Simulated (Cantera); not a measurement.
Thermodynamics of silicon carbide growth, feed CH3SiH3 + HCl + H2

Charge: 1 mol CH3SiH3, 0.024 mol HCl, a varied amount of H2, equilibrated at 2398 K and 33.0 Torr.

These are equilibrium values from Cantera (NASA tables, ideal gas, pure condensed phases), not measurements of a reactor. Candidate condensed phases: C, C6H6, C7H8, C8H18, Si, SiC; 109 gas species. The feed counts by its element totals alone. The tables' values for SiCl are old estimates; treat these amounts as uncertain. Gases not in the tables: Si2H6 and higher silanes. Kinetics and transport are ignored.

```json
[
 {"n(H2) (mol)": "5.7", "x H2": "0.907", "x H": "0.0715", "x Si": "0.0100", "x C2H2 (acetylene)": "0.00515", "x HCl": "0.00244", "n SiC(s)": "0.866"},
 {"n(H2) (mol)": "8.1", "x H2": "0.908", "x H": "0.0716", "x Si": "0.0100", "x C2H2 (acetylene)": "0.00515", "x HCl": "0.00192", "n SiC(s)": "0.829"},
 {"n(H2) (mol)": "11", "x H2": "0.908", "x H": "0.0716", "x Si": "0.0100", "x C2H2 (acetylene)": "0.00515", "x HCl": "0.00152", "n SiC(s)": "0.784"},
 {"n(H2) (mol)": "16", "x H2": "0.909", "x H": "0.0716", "x Si": "0.0100", "x C2H2 (acetylene)": "0.00515", "x HCl": "0.00112", "n SiC(s)": "0.707"},
 {"n(H2) (mol)": "23", "x H2": "0.909", "x H": "0.0716", "x Si": "0.0100", "x C2H2 (acetylene)": "0.00515", "x HCl": "0.000820", "n SiC(s)": "0.599"},
 {"n(H2) (mol)": "32", "x H2": "0.909", "x H": "0.0716", "x Si": "0.0100", "x C2H2 (acetylene)": "0.00515", "x HCl": "0.000609", "n SiC(s)": "0.461"},
 {"n(H2) (mol)": "45", "x H2": "0.909", "x H": "0.0716", "x Si": "0.0100", "x C2H2 (acetylene)": "0.00515", "x HCl": "0.000444", "n SiC(s)": "0.261"},
 {"n(H2) (mol)": "64", "x H2": "0.910", "x H": "0.0716", "x Si": "0.00980", "x C2H2 (acetylene)": "0.00503", "x HCl": "0.000319", "n SiC(s)": "0"},
 {"n(H2) (mol)": "90", "x H2": "0.914", "x H": "0.0718", "x Si": "0.00763", "x C2H2 (acetylene)": "0.00391", "x HCl": "0.000231", "n SiC(s)": "0"},
 {"n(H2) (mol)": "130", "x H2": "0.918", "x H": "0.0720", "x Si": "0.00570", "x C2H2 (acetylene)": "0.00293", "x HCl": "0.000162", "n SiC(s)": "0"},
 {"n(H2) (mol)": "180", "x H2": "0.920", "x H": "0.0721", "x Si": "0.00433", "x C2H2 (acetylene)": "0.00224", "x HCl": "0.000118", "n SiC(s)": "0"},
 {"n(H2) (mol)": "250", "x H2": "0.922", "x H": "0.0721", "x Si": "0.00325", "x C2H2 (acetylene)": "0.00168", "x HCl": "8.59e-5", "n SiC(s)": "0"},
 {"n(H2) (mol)": "360", "x H2": "0.924", "x H": "0.0722", "x Si": "0.00233", "x C2H2 (acetylene)": "0.00121", "x HCl": "6.00e-5", "n SiC(s)": "0"}
]
```
x: gas mole fraction; n: condensed amount in mol.

From 5.7 mol H2 to 45 mol H2 the condensed part is SiC(s). From 64 mol H2 to 360 mol H2 nothing is condensed. The main Si-bearing gas is Si throughout.
